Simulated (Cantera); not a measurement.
Cantera run, input and output.

```python
import numpy as np
import cantera as ct

gas = ct.Solution("gri30.yaml", transport_model="multicomponent")
show = ['NH3', 'H', 'H2O']

rows = []
print(f"{'T/K':>7s}{'rho':>11s}{'cp':>10s}{'mu':>11s}{'lambda':>11s}{'Pr':>7s}" + "".join(f"{'D_' + s:>11s}" for s in show))
for T in [400, 650, 900, 1150, 1400, 1650]:
    gas.TPX = T, 12, {'O2': 0.77, 'NO': 0.44}
    Pr = gas.cp_mass * gas.viscosity / gas.thermal_conductivity
    D = [gas.mix_diff_coeffs_mole[gas.species_index(s)] for s in show]
    rows.append([gas.density, gas.cp_mass, gas.viscosity, gas.thermal_conductivity, Pr, *D])
    print(f"{T:7g}{gas.density:11.4e}{gas.cp_mass:10.1f}{gas.viscosity:11.4e}"
          f"{gas.thermal_conductivity:11.4e}{Pr:7.3f}" + "".join(f"{d:11.4e}" for d in D))
print("SI units: kg/m3, J/kg/K, Pa s, W/m/K, m2/s")
```

It prints:

```
    T/K        rho        cp         mu     lambda     Pr      D_NH3        D_H      D_H2O
    400 1.1284e-04     961.3 2.4705e-05 3.3360e-02  0.712 3.2291e-01 1.7644e+00 3.3462e-01
    650 6.9440e-05    1030.2 3.4627e-05 5.0256e-02  0.710 7.8449e-01 4.0780e+00 8.2450e-01
    900 5.0151e-05    1087.8 4.2999e-05 6.5955e-02  0.709 1.3902e+00 7.0671e+00 1.4718e+00
   1150 3.9249e-05    1124.1 5.0482e-05 8.0093e-02  0.709 2.1202e+00 1.0653e+01 2.2538e+00
   1400 3.2240e-05    1150.5 5.7366e-05 9.3219e-02  0.708 2.9623e+00 1.4786e+01 3.1566e+00
   1650 2.7355e-05    1171.8 6.3808e-05 1.0566e-01  0.708 3.9080e+00 1.9430e+01 4.1710e+00
SI units: kg/m3, J/kg/K, Pa s, W/m/K, m2/s
```

Computed with Cantera and GRI-Mech 3.0 (53 species, 325 reactions). The composition is frozen, though it would react at the higher temperatures.
